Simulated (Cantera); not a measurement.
Equilibrium for titanium nitride, carbide and oxide coatings: Ti(OiPr)4 + C3H8 + H2

A closed system holds: 1 mol Ti(OiPr)4, 1.8 mol C3H8, 1.1 mol H2, at 85.0 mbar.

Method: chemical equilibrium by Gibbs-energy minimisation in Cantera with the NASA 1993 tables (ideal gas, pure condensed phases). Candidate condensed phases: C, C6H6, C7H8, C8H18, H2O, Ti, TiC, TiO, TiO2, Ti2O3, Ti3O5, Ti4O7; 113 gas species. The feed counts by its element totals alone. TiC: taken at fixed stoichiometry. Condensed phases not in the tables: Magnéli phases beyond Ti4O7. The numbers say what is thermodynamically allowed, not how fast it happens.

| T (°C) | x H2 | x CO | x CH4 | x H | x H2O | n C(graphite) | n TiO2(rutile) | n Ti4O7(s) | n Ti3O5(s) | n TiC(s) |
|---|---|---|---|---|---|---|---|---|---|---|
| 775 | 0.913 | 0.0813 | 0.00414 | 2.53e-8 | 0.00118 | 15.3 | 1.00 | 0 | 0 | 0 |
| 875 | 0.907 | 0.0914 | 0.00166 | 2.34e-7 | 0.000339 | 15.1 | 0 | 0.250 | 0 | 0 |
| 975 | 0.904 | 0.0947 | 0.000775 | 1.52e-6 | 0.000112 | 15.1 | 0 | 0 | 0.333 | 0 |
| 1075 | 0.847 | 0.152 | 0.000356 | 7.31e-6 | 6.39e-5 | 12.4 | 0 | 0 | 0 | 1.00 |
| 1175 | 0.848 | 0.152 | 0.000204 | 2.91e-5 | 2.78e-5 | 12.4 | 0 | 0 | 0 | 1.00 |
| 1275 | 0.848 | 0.152 | 0.000125 | 9.72e-5 | 1.35e-5 | 12.4 | 0 | 0 | 0 | 1.00 |
| 1375 | 0.848 | 0.152 | 8.18e-5 | 0.000281 | 7.13e-6 | 12.4 | 0 | 0 | 0 | 1.00 |
| 1475 | 0.847 | 0.152 | 5.61e-5 | 0.000721 | 4.07e-6 | 12.4 | 0 | 0 | 0 | 1.00 |
| 1575 | 0.846 | 0.152 | 4.01e-5 | 0.00167 | 2.47e-6 | 12.4 | 0 | 0 | 0 | 1.00 |
| 1675 | 0.844 | 0.152 | 2.96e-5 | 0.00356 | 1.58e-6 | 12.4 | 0 | 0 | 0 | 1.00 |
x: gas mole fraction; n: condensed amount in mol.

At 775 °C the condensed part is C(graphite) + TiO2(rutile). At 875 °C the condensed part is C(graphite) + Ti4O7(s). At 975 °C the condensed part is C(graphite) + Ti3O5(s). From 1075 °C to 1675 °C the condensed part is C(graphite) + TiC(s).
